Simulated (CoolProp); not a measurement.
Vapour-liquid equilibrium of isohexane (1) + benzene (2) at 17.6 kPa; x and y are mole fractions of (1).

Model: multi-fluid Helmholtz-energy mixture model, Lemmon 2006 and Thol 2012; pair parameters Bell 2016, in CoolProp.

Problem. Give the bubble temperature and the first vapour's composition at x = 0.05, 0.35, 0.65. Is there an azeotrope?

Solution. x = 0.05: 28.8 °C, y = 0.182; x = 0.35: 20.0 °C, y = 0.584; x = 0.65: 16.6 °C, y = 0.768. No azeotrope shows between x = 0.05 and 0.95.

The pair parameters rest on a limited set of measurements; away from them the model extrapolates.
